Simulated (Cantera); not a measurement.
Cantera with NASA thermochemical tables; ideal gases at 1 bar, condensed phases pure. Values are per mole of reaction as written; species without (g) are pure solids or liquids, kept so even where they would boil at 1 bar.

2 H(g) + V₂O₄ ⇌ H₂O(g) + V₂O₃, with ΔH° = -469.4 kJ and ΔS° = -46.1 J/K at 300 K.

Task: How far is the shortcut ΔG° ≈ ΔH°(300 K) − T·ΔS°(300 K) from the full temperature-dependent value at 500, 650, 800, 950, 1100, 1250, 1400, 1550, 1700, 1850 K?

Result: 
```tsv
T (K)	shortcut (kJ)	full (kJ)	difference (kJ)	difference in log10 K	condensed phases
500	-446.4	-440.9	-5.5	0.57	V₂O₄(s), V₂O₃(s)
650	-439.5	-427.7	-11.8	0.95	V₂O₄(s), V₂O₃(s)
800	-432.6	-413.6	-19.0	1.24	V₂O₄(s), V₂O₃(s)
950	-425.7	-398.7	-27.0	1.48	V₂O₄(s), V₂O₃(s)
1100	-418.8	-383.3	-35.5	1.69	V₂O₄(s), V₂O₃(s)
1250	-411.9	-367.4	-44.5	1.86	V₂O₄(s), V₂O₃(s)
1400	-405.0	-351.2	-53.8	2.01	V₂O₄(s), V₂O₃(s)
1550	-398.0	-334.8	-63.3	2.13	V₂O₄(s), V₂O₃(s)
1700	-391.1	-318.1	-73.0	2.24	V₂O₄(s), V₂O₃(s)
1850	-384.2	-299.4	-84.8	2.40	V₂O₄(l), V₂O₃(s)
```
The shortcut ignores heat capacities and the phase changes listed.
